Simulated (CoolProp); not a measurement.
The fluid at 293.15 K and 0.156 MPa is throttled through a valve to 0.0207 MPa with no heat exchange. The same conditions are run with several fluids, on thermodynamics alone (safety and materials aside).

Values from CoolProp's reference Helmholtz-energy equation of state of each fluid (water: Wagner 2002; ethylbenzene: Zhou 2012; decamethyltetrasiloxane (MD2M): Thol 2017; ethanol: Schroeder 2014; isohexane: Lemmon 2006).

| fluid | temperature change (K) | final phase | final density (kg/m³) |
|---|---|---|---|
| water | +0.0 | liquid | 998 |
| ethylbenzene | +0.1 | liquid | 867 |
| decamethyltetrasiloxane (MD2M) | +0.1 | liquid | 854 |
| ethanol | +0.0 | liquid | 789 |
| isohexane | -2.3 | two-phase, vapour fraction 0.015 | 47.5 |
